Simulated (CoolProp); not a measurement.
R365MFC along the isobar 4140 kPa: fugacity coefficient from the reference equation and from simpler models built on Tc = 460.0 K, pc = 3266 kPa, ω = 0.377; each cubic takes its own stable root.

Computed with CoolProp (reference Helmholtz-energy equation of state, Lemmon 2016).

```
T (K)   phase  reference  van der Waals  Redlich-Kwong  Soave-Redlich-Kwong
-----  ------  ---------  -------------  -------------  -------------------
294.6  liquid    0.01402         0.1187        0.03679              0.01409
305.4  liquid    0.02127         0.1403        0.05047              0.02153
316.1  liquid    0.03100         0.1636        0.06707              0.03159
326.9  liquid    0.04387         0.1889        0.08711              0.04499
337.7  liquid    0.06029         0.2160         0.1105              0.06217
348.4  liquid    0.08047         0.2443         0.1372              0.08337
359.2  liquid     0.1052         0.2744         0.1674               0.1094
369.9  liquid     0.1341         0.3054         0.2005               0.1400
380.7  liquid     0.1681         0.3378         0.2370               0.1759
391.5  liquid     0.2068         0.3712         0.2763               0.2168
402.2  liquid     0.2498         0.4050         0.3175               0.2620
413    liquid     0.2975         0.4396         0.3611               0.3121
423.8  liquid     0.3491         0.4745         0.4061               0.3658
434.5  liquid     0.4035         0.5091         0.4516               0.4219
445.3  liquid     0.4607         0.5437         0.4975               0.4801
456    liquid     0.5184         0.5773         0.5422               0.5375
```
